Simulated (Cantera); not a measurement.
Input: 1 mol H2S, 0.19 mol H2, equilibrated at 2848 K and 0.000190 bar.

Method: chemical equilibrium by Gibbs-energy minimisation in Cantera with the NASA 1993 tables (ideal gas, pure condensed phases). Candidate condensed phases: S; 7 gas species. The numbers say what is thermodynamically allowed, not how fast it happens.

Question: What is the equilibrium state?

Answer: 
```
Item                                Result
-------------------------------  ---------
x(H)                                 0.692
x(S)                                 0.297
x(H2)                              0.00974
x(SH)                             0.000679
x(S2)                             0.000669
gas amount                       3.343 mol
log10 activity of S(l) (absent)      -5.30
```
